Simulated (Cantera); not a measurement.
Input (Python, Cantera):

```python
import numpy as np
import cantera as ct

gas = ct.Solution("SiF4_NH3_mec.yaml", "gas")
gas.TPX = 2100, 3100, {'NH3': 1, 'H2': 0.28}
reactor = ct.IdealGasConstPressureReactor(gas, energy="off", clone=False)
net = ct.ReactorNet([reactor])
net.rtol, net.atol = 1e-08, 1e-18
show = ['NH3', 'H2', 'H', 'NH', 'N', 'N2H2']
times = np.geomspace(0.0009, 90, 12)

steps = ct.SolutionArray(gas, extra=["t"])
rows = []
print(f"{'t/s':>10s}{'T/K':>9s}{'P/Pa':>11s}" + "".join(f"{s:>11s}" for s in show))
for t in times:
    while net.time < t:
        t_next = net.step()
        steps.append(gas.state, t=t_next)
    rows.append([np.interp(t, steps.t, y) for y in (steps.T, steps.P, *steps(*show).X.T)])
    print(f"{t:10.3e}{rows[-1][0]:9.1f}{rows[-1][1]:11.4g}" + "".join(f"{x:11.3e}" for x in rows[-1][2:]))
rate = np.gradient(steps.T, steps.t)
print("integrator steps:", len(steps.t))
if steps.T.max() > steps.T[0] + 200:
    print(f"time of steepest temperature rise: {steps.t[rate.argmax()]:.4e} s")
gas.TPX = 2100, 3100, {'NH3': 1, 'H2': 0.28}
gas.equilibrate("TP")
print(f"equilibrium (TP): T = {gas.T:.1f} K  " + "  ".join(f"{s} {gas[s].X[0]:.3e}" for s in show))
```

Result:

```
       t/s      T/K       P/Pa        NH3         H2          H         NH          N       N2H2
 9.000e-04   2100.0       3100  7.794e-01  2.193e-01  1.048e-04  1.197e-05  3.334e-07  3.213e-06
 2.563e-03   2100.0       3100  7.744e-01  2.223e-01  1.838e-04  3.212e-05  1.392e-06  1.218e-05
 7.300e-03   2100.0       3100  7.580e-01  2.341e-01  2.006e-04  3.409e-05  1.552e-06  1.273e-05
 2.079e-02   2100.0       3100  7.138e-01  2.659e-01  2.305e-04  3.423e-05  1.661e-06  1.157e-05
 5.921e-02   2100.0       3100  6.057e-01  3.437e-01  3.099e-04  3.396e-05  1.879e-06  9.011e-06
 1.686e-01   2100.0       3100  3.977e-01  4.934e-01  5.028e-04  3.134e-05  2.181e-06  5.020e-06
 4.803e-01   2100.0       3100  1.492e-01  6.722e-01  9.297e-04  2.336e-05  2.389e-06  1.477e-06
 1.368e+00   2100.0       3100  1.502e-02  7.678e-01  2.273e-03  1.123e-05  2.561e-06  1.161e-07
 3.896e+00   2100.0       3100  1.021e-05  7.676e-01  1.467e-02  3.224e-07  4.794e-07  7.438e-12
 1.110e+01   2100.0       3100  9.456e-07  7.668e-01  1.560e-02  3.383e-08  5.353e-08  9.994e-14
 3.160e+01   2100.0       3100  2.927e-07  7.668e-01  1.560e-02  1.047e-08  1.657e-08  3.293e-14
 9.000e+01   2100.0       3100  1.728e-07  7.668e-01  1.560e-02  6.181e-09  9.781e-09  2.830e-14
integrator steps: 1779
equilibrium (TP): T = 2100.0 K  NH3 1.662e-07  H2 7.668e-01  H 1.560e-02  NH 5.947e-09  N 9.411e-09  N2H2 2.812e-14
```

Computed with Cantera and the gas-phase N/H chemistry of the illustrative SiF4/NH3 mechanism in the Surface Chemkin manual (1991). Walls and surfaces, which speed up NH3 decomposition in real reactors, are not modelled.
